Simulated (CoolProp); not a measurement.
R245ca along the isobar 0.595 MPa: density (kg/m³) from the reference equation and from simpler models built on Tc = 447.6 K, pc = 3.941 MPa, ω = 0.355; each cubic takes its own stable root.

Values from CoolProp's reference Helmholtz-energy equation of state, Zhou 2016.

```csv
T (K),phase,reference,van der Waals,Redlich-Kwong,Soave-Redlich-Kwong,Peng-Robinson
268.1,liquid,1461,877.1,1291,1348,1520
284.6,liquid,1422,853.8,1252,1314,1483
301.1,liquid,1381,36.54,1210,1276,1442
317.7,liquid,1338,33.98,1164,1233,1395
334.2,liquid,1293,31.82,1113,1185,1343
350.8,liquid,1244,29.93,30.80,1131,1283
367.3,gas,29.61,28.29,28.93,29.30,29.52
383.8,gas,27.73,26.84,27.31,27.55,27.76
400.4,gas,26.14,25.54,25.89,26.04,26.22
416.9,gas,24.78,24.37,24.64,24.72,24.88
433.5,gas,23.59,23.31,23.51,23.54,23.69
450,gas,22.53,22.34,22.50,22.49,22.63
```

At some of these states van der Waals, Redlich-Kwong gives the other phase, because its saturation line lies elsewhere.
